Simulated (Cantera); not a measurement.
**Oxide etching and cleaning by halides: B₂O₃ + BCl₃ + N₂ + HF**

Feed: 1 mol B₂O₃, 1.4 mol BCl₃, 15 mol N₂, 5 mol HF, held at 0.0570 bar.

Equilibrium computed with Cantera from the NASA thermochemical tables; the gas is ideal and each condensed phase is pure. Candidate condensed phases: B, BN, B₂O₃, B₃O₃H₃, H₂O, NH₄Cl; 75 gas species. The tables' values for BOCl, BF₂ are old estimates; treat these amounts as uncertain. Gases not in the tables: H₃BO₃. The numbers say what is thermodynamically allowed, not how fast it happens.

From 823 K to 1423 K the condensed part is B₂O₃(l). From 1498 K to 1723 K nothing is condensed.

```
T (K)   x N₂  x HCl     x BOF   x BF₃    x HF     x H₂O  n B₂O₃(l)
-----  -----  -----  --------  ------  ------  --------  ---------
823    0.703  0.197   9.98e-7  0.0677  0.0164    0.0105      0.818
898    0.703  0.197   1.00e-5  0.0657  0.0197   0.00890      0.812
973    0.703  0.197   6.97e-5  0.0640  0.0226   0.00745      0.808
1048   0.702  0.197  0.000365  0.0625  0.0250   0.00619      0.802
1123   0.701  0.196   0.00152  0.0609  0.0271   0.00512      0.792
1198   0.699  0.196   0.00522  0.0588  0.0286   0.00424      0.765
1273   0.694  0.194    0.0153  0.0548  0.0294   0.00353      0.695
1348   0.683  0.191    0.0382  0.0468  0.0293   0.00299      0.534
1423   0.663  0.185    0.0805  0.0328  0.0276   0.00265      0.224
1498   0.646  0.180     0.116  0.0224  0.0275   0.00207          0
1573   0.643  0.179     0.123  0.0202  0.0304   0.00122          0
1648   0.642  0.177     0.125  0.0188  0.0323  0.000671          0
1723   0.641  0.176     0.126  0.0179  0.0335  0.000363          0
```
x: gas mole fraction; n: condensed amount in mol.
